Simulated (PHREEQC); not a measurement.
1 kg of water holding 0.051 mol/kgw KCl, 0.033 mol/kgw Na2SO4, 0.008 mol/kgw NaCl, 0.42 mol/kgw Na2CO3 and 0.029 mol/kgw Na2B4O7 is evaporated at 20 °C; the solids stay in contact with the brine. CO2 is held at log p = -3.4 (atm). Only these solids could form: Arcanite, Burkeite, Glaserite, Halite, Kalicinite, Mirabilite, Misenite, Nahcolite, Natron, Sylvite, Thenardite, Trona, Borax, Boric_acid,s, KB5O8:4H2O, K2B4O7:4H2O, NaBO2:4H2O, NaB5O8:5H2O, Teepleite.

The series has 17 steps of water left (kg), from 0.9994 to 0.0324.

Model: Pitzer model, pitzer.dat, run in PHREEQC.

**Question.** Which solids form, in which order, and at which step of the series does each first stand?

**Answer.** Borax from water left = 0.2094 kg (pH 10.13); Trona from water left = 0.1416 kg (pH 10.13); Glaserite from water left = 0.0324 kg (pH 10.08).

Species that the database lacks are ignored.
